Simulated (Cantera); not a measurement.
What does this Cantera script print?

```python
import numpy as np
import cantera as ct

gas_names = """
    H HO2 H2 H2O H2O2 H2S H2SO4 Mg MgH MgO MgOH MgO2H2 MgS Mg2 O OH O2 O3 S SH SO SO2 SO3 S2 S2O S8
""".split()
cond_names = """
    H2O(s) H2O(L) H2SO4(L) Mg(cr) Mg(L) MgO(s) MgO(L) MgO2H2(s) MgS(s) MgSO4(s) MgSO4(L) S(cr1) S(cr2)
    S(L)
""".split()


# ... load() reads the species with a 1 bar reference pressure and builds the phases ...
atoms = {
    'MgSO4': {'Mg': 1, 'S': 1, 'O': 4},
    'H2O': {'H': 2, 'O': 1},
    'H2': {'H': 2},
}
top_T = {'MgS(s)': 2250}  # K; cautious upper limits of use, not melting points


# ... equilibrate(T, P, feed) seeds the gas with the atoms and calls Mixture.equilibrate('TP', solver="vcs", rtol=1e-11, max_steps=5000) ...
results = []
feed = {'MgSO4': 1, 'H2O': 0.46, 'H2': 1.7}  # mol
P = 1000  # Pa
for T in [1400, 1450, 1500, 1550, 1600, 1650, 1700, 1750, 1800, 1850, 1900, 1950, 2000, 2050]:
    mix = equilibrate(T, P, feed)
    results.append((T, P, feed, dict(zip(mix.species_names, mix.species_moles))))

top = {s: max(r[3][s] / sum(r[3][g] for g in gas_names) for r in results) for s in gas_names}
cols = sorted((s for s in top if top[s] > 0.001), key=lambda s: -top[s])[:8]
seen = [c for c in cond_names if any(r[3].get(c, 0) > 1e-12 for r in results)]
print("log10 of partial pressures in bar; condensed amounts in mol")
print(f"{'T/K':>10s}" + "".join(f"{s[:9]:>10s}" for s in cols + seen))
for T, P, feed, n in results:
    ng = sum(n[g] for g in gas_names)
    print(f"{T:10.4g}" + "".join(f"{np.log10(max(n[s] / ng * P / 1e5, 1e-99)):10.3f}" for s in cols)
          + "".join(f"{n.get(c, 0):10.4g}" for c in seen))
```

It prints:

```
log10 of partial pressures in bar; condensed amounts in mol
       T/K       H2O       SO2        H2        SO        S2         H       H2S        OH    MgO(s)
      1400    -2.187    -2.611    -3.246    -4.531    -3.431    -6.936    -4.176    -7.579         1
      1450    -2.195    -2.605    -3.175    -4.379    -3.460    -6.612    -4.236    -7.252         1
      1500    -2.203    -2.599    -3.112    -4.239    -3.495    -6.310    -4.299    -6.946         1
      1550    -2.212    -2.593    -3.056    -4.111    -3.537    -6.030    -4.366    -6.659         1
      1600    -2.221    -2.588    -3.006    -3.993    -3.587    -5.768    -4.437    -6.390         1
      1650    -2.230    -2.584    -2.963    -3.885    -3.645    -5.523    -4.512    -6.135         1
      1700    -2.239    -2.580    -2.925    -3.787    -3.712    -5.294    -4.592    -5.895         1
      1750    -2.248    -2.577    -2.894    -3.699    -3.791    -5.080    -4.680    -5.666         1
      1800    -2.256    -2.575    -2.867    -3.621    -3.883    -4.880    -4.774    -5.449    0.9999
      1850    -2.263    -2.574    -2.846    -3.552    -3.989    -4.692    -4.878    -5.240    0.9998
      1900    -2.270    -2.574    -2.831    -3.492    -4.111    -4.516    -4.990    -5.040    0.9996
      1950    -2.275    -2.576    -2.820    -3.442    -4.249    -4.351    -5.113    -4.848    0.9992
      2000    -2.280    -2.578    -2.814    -3.401    -4.402    -4.196    -5.244    -4.662    0.9984
      2050    -2.284    -2.581    -2.813    -3.367    -4.569    -4.051    -5.384    -4.483    0.9968
```

Equilibrium computed with Cantera from the NASA thermochemical tables; the gas is ideal and each condensed phase is pure.
